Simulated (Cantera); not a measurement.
Cantera run:

```python
import numpy as np
import cantera as ct

gas_names = """
    CL CL2 H HCL H2 Si SiCL SiCL2 SiCL3 SiCL4 SiH SiHCL3 SiH2 SiH2CL2 SiH3 SiH3CL SiH4 Si2 Si3
""".split()
cond_names = """
    Si(cr) Si(L)
""".split()


# ... load() reads the species with a 1 bar reference pressure and builds the phases ...
atoms = {
    'SiH2Cl2': {'Si': 1, 'H': 2, 'CL': 2},
    'H2': {'H': 2},
}
top_T = {}  # K; cautious upper limits of use, not melting points


# ... equilibrate(T, P, feed) seeds the gas with the atoms and calls Mixture.equilibrate('TP', solver="vcs", rtol=1e-11, max_steps=5000) ...
results = []
feed = {'SiH2Cl2': 1, 'H2': 19}  # mol
P = 97000  # Pa
for T in [975, 1050, 1125, 1200, 1275, 1350, 1425, 1500, 1575, 1650]:
    mix = equilibrate(T, P, feed)
    results.append((T, P, feed, dict(zip(mix.species_names, mix.species_moles))))

top = {s: max(r[3][s] / sum(r[3][g] for g in gas_names) for r in results) for s in gas_names}
cols = sorted((s for s in top if top[s] > 1e-05), key=lambda s: -top[s])[:7]
seen = [c for c in cond_names if any(r[3].get(c, 0) > 1e-12 for r in results)]
print("log10 of partial pressures in bar; condensed amounts in mol")
print(f"{'T/K':>10s}" + "".join(f"{s[:9]:>10s}" for s in cols + seen))
for T, P, feed, n in results:
    ng = sum(n[g] for g in gas_names)
    print(f"{T:10.4g}" + "".join(f"{np.log10(max(n[s] / ng * P / 1e5, 1e-99)):10.3f}" for s in cols)
          + "".join(f"{n.get(c, 0):10.4g}" for c in seen))
```

Result:

```
log10 of partial pressures in bar; condensed amounts in mol
       T/K        H2       HCL     SiCL2     SiCL4    SiHCL3     SiCL3   SiH2CL2    Si(cr)
       975    -0.028    -2.251    -4.266    -1.901    -1.921    -3.810    -2.920    0.4518
      1050    -0.029    -1.989    -3.677    -1.929    -1.953    -3.432    -2.920    0.4779
      1125    -0.031    -1.770    -3.183    -1.981    -2.003    -3.127    -2.935    0.5134
      1200    -0.035    -1.591    -2.774    -2.069    -2.079    -2.893    -2.971    0.5553
      1275    -0.038    -1.449    -2.447    -2.212    -2.195    -2.736    -3.036    0.5971
      1350    -0.042    -1.347    -2.203    -2.429    -2.366    -2.665    -3.139    0.6308
      1425    -0.045    -1.282    -2.039    -2.728    -2.597    -2.681    -3.284    0.6518
      1500    -0.047    -1.247    -1.940    -3.092    -2.877    -2.767    -3.460    0.6611
      1575    -0.048    -1.231    -1.883    -3.485    -3.177    -2.893    -3.651    0.6628
      1650    -0.048    -1.225    -1.850    -3.876    -3.475    -3.034    -3.841    0.6606
```

Method: chemical equilibrium by Gibbs-energy minimisation in Cantera with the NASA 1993 tables (ideal gas, pure condensed phases). The tables' values for SiCl3 are old estimates; treat these amounts as uncertain.
